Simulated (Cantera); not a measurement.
Cantera run, input and output.

```python
import numpy as np
import cantera as ct

gas = ct.Solution("gri30.yaml")
gas.TPX = 900, 300000, {'CO': 0.0034, 'O2': 0.086, 'H2O': 0.088, 'N2': 1}
inlet = ct.Reservoir(gas, clone=True)

reactor = ct.IdealGasConstPressureReactor(gas, energy="off", clone=False)
exhaust = ct.Reservoir(gas, clone=True)
tau = [9.4, 3.3, 1.2, 0.41, 0.15, 0.051, 0.018, 0.0064][0]
for a, b in ((inlet, reactor), (reactor, exhaust)):
    ct.MassFlowController(a, b, mdot=lambda t: reactor.mass / tau)
net = ct.ReactorNet([reactor])
show = ['CO', 'O2', 'H2O', 'NO', 'O']

rows = []
print(f"{'tau/s':>10s}{'T/K':>9s}" + "".join(f"{s:>11s}" for s in show))
for tau in [9.4, 3.3, 1.2, 0.41, 0.15, 0.051, 0.018, 0.0064]:
    net.initial_time = 0.0
    net.advance(30 * tau)
    before = gas.X
    net.advance(40 * tau)
    drift = np.max(np.abs(gas.X - before) / (gas.X + 1e-9))
    rows.append([gas.T, *gas[show].X, drift])
    print(f"{tau:10.3e}{gas.T:9.1f}" + "".join(f"{x:11.3e}" for x in gas[show].X))
```

Output:

```
     tau/s      T/K         CO         O2        H2O         NO          O
 9.400e+00    900.0  2.151e-03  7.270e-02  7.477e-02  1.043e-15  7.679e-10
 3.300e+00    900.0  2.577e-03  7.290e-02  7.475e-02  2.448e-16  8.824e-10
 1.200e+00    900.0  2.792e-03  7.300e-02  7.474e-02  4.432e-17  7.416e-10
 4.100e-01    900.0  2.876e-03  7.304e-02  7.474e-02  3.270e-18  2.546e-10
 1.500e-01    900.0  2.887e-03  7.304e-02  7.474e-02  9.620e-20  3.415e-11
 5.100e-02    900.0  2.888e-03  7.304e-02  7.474e-02  8.955e-21  2.061e-11
 1.800e-02    900.0  2.888e-03  7.304e-02  7.474e-02  1.719e-21  1.799e-11
 6.400e-03    900.0  2.888e-03  7.304e-02  7.474e-02  4.568e-22  1.673e-11
```

Detailed kinetics in Cantera: GRI-Mech 3.0 (53 species, 325 reactions).
